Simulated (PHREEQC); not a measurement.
Make-up at 20 °C: 0.018 mol H2SO4 and 0.0082 mol MgCl2 per kg of water. Closed to the air; pH follows from the charge balance.

Model: Pitzer model, pitzer.dat, run in PHREEQC.

The ionic strength comes out as 0.0625 mol/kgw. What activity coefficients do H+, Mg+2, Cl-, HSO4-, SO4-2 get?

H+ 0.82, Mg+2 0.40, Cl- 0.80, HSO4- 0.81, SO4-2 0.35. Single-ion values are on the MacInnes scale.

This is a speciation only: nothing precipitates in the calculation.
